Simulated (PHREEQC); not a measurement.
Ca(OH)2 is added in steps, without added water, to 1 kg of water holding 3.4 mmol/kgw H2SO4 and 0.84 mmol/kgw MnSO4, at 25 °C. No oxygen is let in. The system is closed to CO2. The run lets Gypsum, Portlandite, Pyrochroite precipitate or redissolve, and no other solid.

Base run: PHREEQC, ion-association model, wateq4f.dat. Each further column changes one thing. The table gives Mn+2 (mol/kgw).

```
Ca(OH)2 added (mol)      base  diluted 5-fold with water  diluted 100-fold with water  MnSO4 from 0.00084 to 0.000756 mol/kgw  no solid may form
-------------------  --------  -------------------------  ---------------------------  --------------------------------------  -----------------
0                    0.000681                   0.000154                      8.34e-6                                0.000615           0.000681
0.000575             0.000681                   0.000155                      1.87e-7                                0.000614           0.000681
0.0008625            0.000681                    2.71e-5                      8.39e-8                                0.000614           0.000681
0.001437             0.000680                    1.82e-7                      3.19e-8                                0.000613           0.000680
0.001725             0.000679                    8.52e-8                      2.28e-8                                0.000613           0.000679
0.0023               0.000679                    3.32e-8                      1.36e-8                                0.000612           0.000679
0.002875             0.000678                    1.80e-8                          [?]                                0.000611           0.000678
0.003162             0.000677                    1.42e-8                      7.77e-9                                0.000611           0.000677
0.003737             0.000409                    9.55e-9                          [?]                                0.000344           0.000451
0.004025             0.000185                    8.08e-9                      5.13e-9                                0.000123           0.000333
0.0046                6.60e-7                    6.04e-9                      4.09e-9                                     [?]           0.000208
```

Problem. Some entries are withheld; supply them.

Solution. 
- 0.002875, diluted 100-fold with water: 9.17e-9
- 0.003737, diluted 100-fold with water: 5.82e-9
- 0.0046, MnSO4 from 0.00084 to 0.000756 mol/kgw: 4.35e-7

 In at least one series the solution becomes supersaturated in solids that the run did not let form, among them Pyrochroite.
